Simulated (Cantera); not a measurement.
Input: 1 mol C2H2, 3.3 mol H2O, at 10.0 mbar.

Equilibrium computed with Cantera from the NASA thermochemical tables; the gas is ideal and each condensed phase is pure. Candidate condensed phases: C, C6H6, C7H8, C8H18, H2O; 110 gas species. The numbers say what is thermodynamically allowed, not how fast it happens. All values below are at 2423 K.

Base state: H2 0.414, CO 0.279, H2O 0.164, H 0.114, CO2 0.0185, OH 0.00856, O 0.00157, O2 0.000258 (mole fractions); condensed: gas only.

Problem. What changes in the equilibrium state with this change: pressure from 10.0 mbar to 1.00 bar?

Solution. 
```csv
species,before,after
H2,0.414,0.486
CO,0.279,0.296
H2O,0.164,0.185
H,0.114,0.0124
CO2,0.0185,0.0189
O2,0.000258,2.38e-6
O,0.00157,1.51e-5
OH,0.00856,0.000891
```
